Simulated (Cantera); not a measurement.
A perfectly stirred reactor is fed with NH₃ : N₂ = 1 : 14 (molar parts), at 1.78 atm; it is held at 2398 K, and followed from long to short residence time.

Model: the gas-phase N/H chemistry of the illustrative SiF4/NH3 mechanism in the Surface Chemkin manual (1991), integrated in Cantera. Walls and surfaces, which speed up NH3 decomposition in real reactors, are not modelled.

x: mole fraction; the columns are a selection and need not sum to one.

```
τ (s)   x NH₃      x N    x N₂H₂   x N₂     x NH₂    x H₂       x H
------  -----  -------  --------  -----  --------  ------  --------
14          …  1.38e-6  2.42e-11  0.905   1.26e-6  0.0918   0.00357
4.6         …  2.38e-6  6.66e-11  0.905   2.21e-6  0.0918   0.00355
1.4         …  4.22e-6  2.15e-10  0.905   4.09e-6  0.0918   0.00348
0.45        …  6.97e-6  7.00e-10  0.905   7.65e-6  0.0918   0.00329
0.14        …  1.01e-5   2.68e-9  0.905   1.65e-5  0.0920   0.00271
0.045       …  1.04e-5   1.17e-8  0.906   4.29e-5  0.0918   0.00173
0.014       …  1.01e-5   4.80e-8  0.907  0.000109  0.0890   0.00106
0.0045      …  1.04e-5   1.60e-7  0.909  0.000238  0.0810  0.000701
```

**Question.** Some entries are withheld; supply them.

**Answer.** 
- 14, x NH₃: 1.00e-5
- 4.6, x NH₃: 1.77e-5
- 1.4, x NH₃: 3.35e-5
- 0.45, x NH₃: 6.66e-5
- 0.14, x NH₃: 0.000175
- 0.045, x NH₃: 0.000712
- 0.014, x NH₃: 0.00285
- 0.0045, x NH₃: 0.00863
